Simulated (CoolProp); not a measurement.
Values from CoolProp's reference Helmholtz-energy equation of state, Akasaka 2020.

Question: Give the vapour pressure (MPa), liquid density (kg/m³), vapour density (kg/m³) of saturated R1123 at 6.45 °C.

Answer: 
```
T (°C)  p (MPa)  liquid density (kg/m³)  vapour density (kg/m³)
------  -------  ----------------------  ----------------------
6.45       1.30                    1090                    58.7
```
